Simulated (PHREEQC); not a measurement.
Make-up at 20 °C: 0.0039 mol TMAH, 1.9e-06 mol H4SiO4 and 0.0014 mol K2CO3 per kg of water. Closed to the air; pH follows from the charge balance.

The numbers come from PHREEQC with the ion-association model, phreeqc.dat.

Each row changes one thing in this solution. Precipitation was switched off in this run.

```json
[
 {"case": "as made", "pH": "11.72", "ionic strength (mol/kgw)": "0.00805", "CO3-2 (mol/kgw)": "0.00135", "HCO3- (mol/kgw)": "4.68e-5", "H3SiO4- (mol/kgw)": "1.81e-6", "H2SiO4-2 (mol/kgw)": "6.04e-8", "SI of Quartz (SiO2)": "-3.54"},
 {"case": "0.0015 mol/kgw NaOH added", "pH": "11.86", "ionic strength (mol/kgw)": "0.00953", "CO3-2 (mol/kgw)": "0.00135", "HCO3- (mol/kgw)": "3.34e-5", "H3SiO4- (mol/kgw)": "1.80e-6", "H2SiO4-2 (mol/kgw)": "8.35e-8", "SI of Quartz (SiO2)": "(withheld)"},
 {"case": "temperature from 20 to 65 °C", "pH": "10.48", "ionic strength (mol/kgw)": "0.00775", "CO3-2 (mol/kgw)": "0.00105", "HCO3- (mol/kgw)": "0.000350", "H3SiO4- (mol/kgw)": "1.75e-6", "H2SiO4-2 (mol/kgw)": "3.78e-8", "SI of Quartz (SiO2)": "-3.47"},
 {"case": "TMAH left out", "pH": "10.72", "ionic strength (mol/kgw)": "0.00382", "CO3-2 (mol/kgw)": "0.00102", "HCO3- (mol/kgw)": "0.000382", "H3SiO4- (mol/kgw)": "1.65e-6", "H2SiO4-2 (mol/kgw)": "5.07e-9", "SI of Quartz (SiO2)": "-2.56"},
 {"case": "diluted 5-fold with water", "pH": "11.06", "ionic strength (mol/kgw)": "0.00158", "CO3-2 (mol/kgw)": "0.000237", "HCO3- (mol/kgw)": "4.30e-5", "H3SiO4- (mol/kgw)": "3.54e-7", "H2SiO4-2 (mol/kgw)": "2.25e-9", "SI of Quartz (SiO2)": "-3.57"},
 {"case": "diluted 2-fold with water", "pH": "11.44", "ionic strength (mol/kgw)": "0.00400", "CO3-2 (mol/kgw)": "0.000653", "HCO3- (mol/kgw)": "4.67e-5", "H3SiO4- (mol/kgw)": "9.10e-7", "H2SiO4-2 (mol/kgw)": "1.47e-8", "SI of Quartz (SiO2)": "-3.54"},
 {"case": "H4SiO4 from 1.9e-06 to 2.85e-06 mol/kgw", "pH": "11.72", "ionic strength (mol/kgw)": "0.00805", "CO3-2 (mol/kgw)": "0.00135", "HCO3- (mol/kgw)": "4.68e-5", "H3SiO4- (mol/kgw)": "2.72e-6", "H2SiO4-2 (mol/kgw)": "9.06e-8", "SI of Quartz (SiO2)": "-3.36"},
 {"case": "temperature from 20 to 45 °C", "pH": "(withheld)", "ionic strength (mol/kgw)": "0.00794", "CO3-2 (mol/kgw)": "0.00124", "HCO3- (mol/kgw)": "0.000161", "H3SiO4- (mol/kgw)": "1.79e-6", "H2SiO4-2 (mol/kgw)": "4.66e-8", "SI of Quartz (SiO2)": "(withheld)"},
 {"case": "H4SiO4 replaced by Na2SiO3 at the same molality", "pH": "11.72", "ionic strength (mol/kgw)": "0.00806", "CO3-2 (mol/kgw)": "0.00135", "HCO3- (mol/kgw)": "4.67e-5", "H3SiO4- (mol/kgw)": "1.81e-6", "H2SiO4-2 (mol/kgw)": "6.05e-8", "SI of Quartz (SiO2)": "-3.54"}
]
```

**Question.** Some entries are withheld; supply them.

**Answer.** 
- 0.0015 mol/kgw NaOH added, SI of Quartz (SiO2): -3.68
- temperature from 20 to 45 °C, pH: 10.96
- temperature from 20 to 45 °C, SI of Quartz (SiO2): -3.48

(CH3)4N+ isn't in the database: it is added as a free cation with an ion size of 4 Å. Away from 25 °C the constants follow the database's enthalpies or fits; those with neither stay at their 25 °C values.
